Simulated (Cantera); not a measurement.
Feed: 1 mol Si3N4, 0.022 mol H2, at 1625 °C and 7.50 Torr.

These are equilibrium values from Cantera (NASA tables, ideal gas, pure condensed phases), not measurements of a reactor. Candidate condensed phases: Si, Si3N4; 18 gas species. The tables' values for SiN are old estimates; treat these amounts as uncertain. Kinetics and transport are ignored.

Base state: N2 0.987, H2 0.0105, Si 0.00123, H 0.000799, Si2N 5.96e-5, SiN 4.11e-5, SiH 1.10e-5 (mole fractions); condensed: Si(l).

Question: What changes in the equilibrium state with this change: pressure from 7.50 Torr to 1.65 Torr?

Answer: 
```
species       before    after
----------  --------  -------
N2             0.987    0.982
H2            0.0105  0.00996
Si           0.00123  0.00558
H           0.000799  0.00166
Si3          2.22e-6  1.01e-5
Si2          9.82e-6  4.46e-5
SiN          4.11e-5  8.74e-5
Si(l), mol      3.00     2.99
```
